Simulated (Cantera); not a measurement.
Charge: 1 mol Si(CH3)4, 19 mol H2, 0.022 mol C2H2, at 2.40 Torr.

Equilibrium computed with Cantera from the NASA thermochemical tables; the gas is ideal and each condensed phase is pure. Candidate condensed phases: C, C6H6, C7H8, C8H18, Si, SiC; 87 gas species. Gases not in the tables: Si2H6 and higher silanes. Rates play no part.

**Question.** At 2298 K, list the 6 most abundant gas species with their mole fractions, and the condensed phases.

**Answer.** H2 0.810, H 0.152, Si 0.0280, SiC2 0.00383, C2H2 (acetylene) 0.00347, Si2C 0.00155. Condensed: C(graphite).
